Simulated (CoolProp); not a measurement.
Properties of R142b along the isotherm -16.75 °C.

Computed with CoolProp (reference Helmholtz-energy equation of state, Lemmon 2006). It is a short technical equation, of lower accuracy than the large ones.

| p (bar) | phase | Z | cp (kJ/(kg K)) | expansivity (1/kK) | fugacity coefficient |
|---|---|---|---|---|---|
| 0.321 | gas | 0.9860 | 0.7677 | 4.117 | 0.9863 |
| 0.518 | gas | 0.9771 | 0.7795 | 4.271 | 0.9778 |
| 0.837 | liquid | 0.003261 | 1.217 | 1.847 | 0.8517 |
| 1.35 | liquid | 0.005260 | 1.217 | 1.846 | 0.5291 |
| 2.18 | liquid | 0.008492 | 1.217 | 1.844 | 0.3287 |
| 3.53 | liquid | 0.01375 | 1.217 | 1.841 | 0.2041 |
| 5.7 | liquid | 0.02219 | 1.216 | 1.836 | 0.1275 |
| 9.21 | liquid | 0.03583 | 1.215 | 1.828 | 0.07996 |
| 14.9 | liquid | 0.05791 | 1.214 | 1.816 | 0.05053 |
| 24 | liquid | 0.09313 | 1.212 | 1.796 | 0.03250 |
| 38.8 | liquid | 0.1502 | 1.209 | 1.766 | 0.02129 |
| 62.7 | liquid | 0.2417 | 1.204 | 1.721 | 0.01445 |
| 101 | liquid | 0.3871 | 1.198 | 1.655 | 0.01039 |
